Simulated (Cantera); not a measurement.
An isothermal, constant-pressure homogeneous reactor starts with 0.964 % CO, 2.60 % O2, 0.0434 % H2O, 96.4 % N2, equivalence ratio 0.19, at 998 K and 1.09 atm.

Model: GRI-Mech 3.0 (53 species, 325 reactions), integrated in Cantera.

### Question
Predict: x(CO) at 10.0 s; x(O2) at 10.0 s; x(H2O) at 10.0 s; x(NO) at 10.0 s; x(H2O2) at 10.0 s; x(NO2) at 10.0 s; x(O) at 10.0 s.

### Answer
```
Property                                              Result
-----------------  -----------------------------------------
x(CO) at 10.0 s     0.00409 (gas-phase equilibrium 3.62e-12)
x(O2) at 10.0 s        0.0233 (gas-phase equilibrium 0.0213)
x(H2O) at 10.0 s   0.000433 (gas-phase equilibrium 0.000436)
x(NO) at 10.0 s      4.23e-9 (gas-phase equilibrium 1.09e-5)
x(H2O2) at 10.0 s     9.91e-8 (gas-phase equilibrium <1e-12)
x(NO2) at 10.0 s     3.86e-9 (gas-phase equilibrium 1.97e-7)
x(O) at 10.0 s      3.65e-7 (gas-phase equilibrium 2.07e-11)
```
